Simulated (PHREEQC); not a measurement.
Model water analysis in mg/L, 50 °C, pH 4.05, pe 8.7: Na 2070; K 865; Ca 96.1; Mg 79.7; Cl 1320; S(6) as SO4 4700; N(5) as NO3 1.71; Fe(3) 211.

Cl is adjusted to close the charge balance.
Valence states are taken as typed.

The numbers come from PHREEQC with the ion-association model, phreeqc.dat.

This is a speciation only: nothing precipitates in the calculation.

Question: Predict the ionic strength, density.

Answer: ionic strength 0.157 mol/kgw; density 0.996 g/cm³.

Question: In which forms is Mg present?

Answer: MgSO4 62 %, Mg+2 38 % of the Mg.

Examples of supersaturated solids here: Jarosite-K, Hematite (slow to form). Others may be too. Complexes and solids missing from the database can't appear. At this temperature some constants are extrapolated from 25 °C, and those without enthalpy data are left unchanged.
